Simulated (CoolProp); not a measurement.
Computed with CoolProp (reference Helmholtz-energy equation of state, Lemmon 2006). It is a short technical equation, of lower accuracy than the large ones.

Give the vapour pressure (MPa), vapour density (kg/m³), enthalpy of vaporisation (kJ/kg), liquid cp (kJ/(kg K)) of saturated neopentane at 80.35, 84.95 °C.


| T (°C) | p (MPa) | vapour density (kg/m³) | enthalpy of vaporisation (kJ/kg) | liquid cp (kJ/(kg K)) |
|---|---|---|---|---|
| 80.35 | 0.743 | 22.2 | 249 | 2.70 |
| 84.95 | 0.821 | 24.7 | 243 | 2.74 |
